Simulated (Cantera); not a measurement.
An isothermal, constant-pressure homogeneous reactor starts with 20.6 % NO, 78.2 % N2, 1.19 % H2O, at 1450 K and 0.908 atm.

Computed with Cantera and GRI-Mech 3.0 (53 species, 325 reactions).

x: mole fraction; the columns are a selection and need not sum to one.

```tsv
t (s)	x NO	x N2O	x O	x NO2	x N2
0.000900	0.206	1.64e-7	3.54e-9	1.44e-7	0.782
0.00419	0.206	7.48e-7	4.14e-9	7.41e-7	0.782
0.0195	0.206	(withheld)	(withheld)	(withheld)	0.782
0.0911	0.206	9.37e-6	2.38e-8	2.28e-5	0.782
0.424	0.206	1.28e-5	5.88e-8	6.92e-5	0.782
1.98	0.205	1.27e-5	7.19e-8	8.61e-5	0.783
9.21	0.202	1.24e-5	1.06e-7	0.000128	0.784
42.9	0.191	(withheld)	(withheld)	(withheld)	0.790
200	0.151	6.87e-6	3.53e-7	0.000328	0.810
```

### Question
What belongs in the gaps?

### Answer

- 0.0195, x N2O: 3.14e-6
- 0.0195, x O: 7.98e-9
- 0.0195, x NO2: 4.54e-6
- 42.9, x N2O: 1.10e-5
- 42.9, x O: 1.91e-7
- 42.9, x NO2: 0.000222
